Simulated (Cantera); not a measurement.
**Premixed flame**

A freely propagating, adiabatic, planar premixed flame of 23.4 % H₂, 16.1 % O₂, 60.5 % N₂, equivalence ratio 0.73, unburnt at 350 K and 0.610 bar; multicomponent+Soret transport, grid criteria slope 0.08 and curve 0.16, no radiation.

Detailed kinetics in Cantera: the H2/O2 subset of GRI-Mech 3.0, which has no nitrogen chemistry. Burning velocities carry a grid error of a few per cent, more on coarse grids.

```
z (mm)  T (K)  u (m/s)     x H₂    x O₂    x H₂O      x H       x O   x H₂O₂
------  -----  -------  -------  ------  -------  -------  --------  -------
-1.95     350     1.70    0.234   0.161    <1e-8    <1e-8     <1e-8    <1e-8
-1.30     350     1.70    0.234   0.161  2.07e-8    <1e-8     <1e-8    <1e-8
-0.973    350     1.70    0.234   0.161  2.48e-7    <1e-8     <1e-8    <1e-8
-0.649    350     1.69    0.231   0.161  7.53e-6    <1e-8   1.22e-8  7.06e-8
-0.324    381     1.77    0.198   0.168  0.00171  3.36e-6   1.70e-6  2.06e-5
-0.162    654     2.94    0.154   0.162   0.0281  0.00174  0.000145  6.35e-5
0        1064     4.70   0.0943   0.130   0.0971   0.0126   0.00263  9.84e-6
0.162    1353     5.97   0.0416  0.0869    0.171   0.0225   0.00779  4.06e-6
0.324    1514     6.66   0.0221  0.0669    0.203   0.0223   0.00990  2.40e-6
0.649    1673     7.32   0.0157  0.0587    0.219   0.0156   0.00897  1.15e-6
1.30     1818     7.89   0.0119  0.0553    0.231  0.00853   0.00638  5.61e-7
2.60     1930     8.33  0.00762  0.0531    0.241  0.00372   0.00380  3.17e-7
5.19     2006     8.61  0.00393  0.0522    0.249  0.00125   0.00188  1.95e-7
```
x: mole fraction of selected species; z is measured from the peak of heat release.

laminar burning velocity: 170 cm/s
thermal thickness: 0.649 mm
peak x(H): 0.0234
peak x(O): 0.00998
peak x(H₂O₂): 6.95e-5
grid points: 113
